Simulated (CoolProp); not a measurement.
Properties of methane at several states.

Values from CoolProp's reference Helmholtz-energy equation of state, Setzmann 1991.

| T (K) | p (MPa) | phase | cp (kJ/(kg K)) | Joule-Thomson coefficient (K/MPa) |
|---|---|---|---|---|
| 561.9 | 14.9 | supercritical | ? | ? |
| 278.8 | 0.867 | gas | ? | ? |
| 253.2 | 0.386 | gas | 2.175 | 6.039 |

Q: What belongs in the gaps?

A: 
- 561.9, cp (kJ/(kg K)): 3.297
- 561.9, Joule-Thomson coefficient (K/MPa): 0.5456
- 278.8, cp (kJ/(kg K)): 2.246
- 278.8, Joule-Thomson coefficient (K/MPa): 4.977
